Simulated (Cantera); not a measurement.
## Equilibrium for silicon nitride deposition: SiH₂Cl₂ + NH₃

Input: 1 mol SiH₂Cl₂, a varied amount of NH₃, equilibrated at 927 °C and 0.100 bar.

These are equilibrium values from Cantera (NASA tables, ideal gas, pure condensed phases), not measurements of a reactor. Candidate condensed phases: NH₄Cl, Si, Si₃N₄; 28 gas species. Mutual solubility and eutectic melting of coexisting phases are not modelled. The tables' values for SiCl₃ are old estimates; treat these amounts as uncertain. Kinetics and transport are ignored.

```json
[
 {"n(NH₃) (mol)": "0.47", "log p H₂": "-1.16", "log p HCl": "-2.09", "log p N₂": "-7.55", "log p SiCl₄": "-1.83", "log p SiHCl₃": "-2.46", "log p SiCl₂": "-2.65", "log p SiCl₃": "-2.71", "n Si(s)": "0.136", "n Si₃N₄(s)": "0.117"},
 {"n(NH₃) (mol)": "0.63", "log p H₂": "-1.14", "log p HCl": "-2.10", "log p N₂": "-7.55", "log p SiCl₄": "-1.88", "log p SiHCl₃": "-2.49", "log p SiCl₂": "-2.68", "log p SiCl₃": "-2.75", "n Si(s)": "0.0188", "n Si₃N₄(s)": "0.158"},
 {"n(NH₃) (mol)": "0.84", "log p H₂": "-1.17", "log p HCl": "-1.70", "log p N₂": "-4.95", "log p SiCl₄": "-1.96", "log p SiHCl₃": "-3.00", "log p SiCl₂": "-3.59", "log p SiCl₃": "-3.25", "n Si(s)": "0", "n Si₃N₄(s)": "0.210"},
 {"n(NH₃) (mol)": "1.1", "log p H₂": "-1.22", "log p HCl": "-1.48", "log p N₂": "-3.07", "log p SiCl₄": "-2.24", "log p SiHCl₃": "-3.54", "log p SiCl₂": "-4.35", "log p SiCl₃": "-3.76", "n Si(s)": "0", "n Si₃N₄(s)": "0.260"},
 {"n(NH₃) (mol)": "1.5", "log p H₂": "-1.24", "log p HCl": "-1.46", "log p N₂": "-2.41", "log p SiCl₄": "-2.56", "log p SiHCl₃": "-3.90", "log p SiCl₂": "-4.73", "log p SiCl₃": "-4.12", "n Si(s)": "0", "n Si₃N₄(s)": "0.291"},
 {"n(NH₃) (mol)": "2", "log p H₂": "-1.23", "log p HCl": "-1.49", "log p N₂": "-2.14", "log p SiCl₄": "-2.89", "log p SiHCl₃": "-4.19", "log p SiCl₂": "-4.99", "log p SiCl₃": "-4.41", "n Si(s)": "0", "n Si₃N₄(s)": "0.309"},
 {"n(NH₃) (mol)": "2.6", "log p H₂": "-1.21", "log p HCl": "-1.55", "log p N₂": "-1.99", "log p SiCl₄": "-3.24", "log p SiHCl₃": "-4.48", "log p SiCl₂": "-5.21", "log p SiCl₃": "-4.70", "n Si(s)": "0", "n Si₃N₄(s)": "0.320"},
 {"n(NH₃) (mol)": "3.4", "log p H₂": "-1.20", "log p HCl": "-1.63", "log p N₂": "-1.89", "log p SiCl₄": "-3.65", "log p SiHCl₃": "-4.79", "log p SiCl₂": "-5.45", "log p SiCl₃": "-5.02", "n Si(s)": "0", "n Si₃N₄(s)": "0.327"},
 {"n(NH₃) (mol)": "4.6", "log p H₂": "-1.18", "log p HCl": "-1.73", "log p N₂": "-1.81", "log p SiCl₄": "-4.15", "log p SiHCl₃": "-5.17", "log p SiCl₂": "-5.73", "log p SiCl₃": "-5.41", "n Si(s)": "0", "n Si₃N₄(s)": "0.330"}
]
```
log p: log10 of the partial pressure in bar; n: condensed amount in mol.

From 0.47 mol NH₃ to 0.63 mol NH₃ the condensed part is Si(s) + Si₃N₄(s). From 0.84 mol NH₃ to 4.6 mol NH₃ the condensed part is Si₃N₄(s). The main Si-bearing gas is SiCl₄ throughout. The share of Si in condensed phases is highest at 4.6 mol NH₃ (99.1 %) and lowest at 0.47 mol NH₃ (48.9 %).
